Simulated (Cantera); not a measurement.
An isothermal, constant-pressure homogeneous reactor starts with 1.18 % CO, 0.335 % O₂, 0.0197 % H₂O, 98.5 % N₂, at 950 K and 143 Torr.

Computed with Cantera and GRI-Mech 3.0 (53 species, 325 reactions).

One state of this run: x CO = 0.00504; x O₂ = 5.44e-10; x H₂O = 0.000105; x N₂O = 4.60e-10; x NO = 1.82e-7. x: mole fraction; the columns are a selection and need not sum to one.

Task: Which value of t (s) does it belong to?
A) 1.20e-5
B) 3.13
C) 12.5
D) 0.0490

Result: C, 12.5
